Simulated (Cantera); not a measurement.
An adiabatic, constant-volume homogeneous reactor starts with CH4 : H2 : O2 : N2 = 1 : 0.2 : 4.88 : 18.4 (molar parts), at 1075 K and 1.00 bar.

Cantera simulation using GRI-Mech 3.0 (53 species, 325 reactions); the numbers are that mechanism's predictions, not measurements.

Task: Predict: time of steepest temperature rise; temperature at 3.00 s; equilibrium temperature; x(H2) at 3.00 s; x(O2) at 3.00 s; x(O) at 3.00 s; x(H2O2) at 3.00 s.

Result: 
| Property | Value |
|---|---|
| time of steepest temperature rise | 19.3 ms |
| temperature at 3.00 s | 2212 K |
| equilibrium temperature | 2212 K |
| x(H2) at 3.00 s | 0.000231 (gas-phase equilibrium 0.000231) |
| x(O2) at 3.00 s | 0.108 (gas-phase equilibrium 0.108) |
| x(O) at 3.00 s | 0.000673 (gas-phase equilibrium 0.000673) |
| x(H2O2) at 3.00 s | 1.46e-7 (gas-phase equilibrium 1.46e-7) |
